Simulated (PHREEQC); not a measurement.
Make-up at 20 °C: 11 mmol/kgw FeCl3. Closed to the air; pH follows from the charge balance.

The numbers come from PHREEQC with the ion-association model, phreeqc.dat.

Problem. The ionic strength comes out as 0.0561 mol/kgw. What activity coefficients do FeCl+2, Fe2(OH)2+4, H+, Cl-, FeOH+2 get?

Solution. FeCl+2 0.45, Fe2(OH)2+4 0.039, H+ 0.85, Cl- 0.81, FeOH+2 0.45.

Precipitation was switched off in this run. Saturation is exceeded, for instance for Hematite (slow to form), Goethite (slow to form); the values hold only as long as no solid forms.
